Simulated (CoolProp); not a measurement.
R13 at 333.65 K and 0.412 MPa flows at 6.2 m/s in a round tube of 25 mm bore and 1.5 µm roughness, fully developed (64/Re and Nu = 3.66 if laminar; Colebrook and Gnielinski if turbulent). Each further row changes one setting.

Computed with CoolProp (reference Helmholtz-energy equation of state, Platzer 1990). This equation is an older, rougher fit.

| case | Reynolds number | Darcy friction factor | pressure drop (Pa/m) | heat-transfer coefficient (W/(m² K)) | mass flow (kg/h) |
|---|---|---|---|---|---|
| as stated | 155000 | ? | ? | ? | 174 |
| velocity 12.4 m/s | 309000 | ? | ? | ? | ? |
| diameter 50 mm | 309000 | 0.0147 | 90.0 | 139 | ? |

### Question
Complete the blanks.

### Answer

- as stated, Darcy friction factor: 0.0169
- as stated, pressure drop (Pa/m): 206
- as stated, heat-transfer coefficient (W/(m² K)): 160
- velocity 12.4 m/s, Darcy friction factor: 0.0150
- velocity 12.4 m/s, pressure drop (Pa/m): 734
- velocity 12.4 m/s, heat-transfer coefficient (W/(m² K)): 284
- velocity 12.4 m/s, mass flow (kg/h): 349
- diameter 50 mm, mass flow (kg/h): 698

Viscosity comes from a separate model (Huber 2003), an estimate that may be off by 10 % or more. Thermal conductivity comes from a separate model (Huber 2003), an estimate that may be off by 10 % or more.
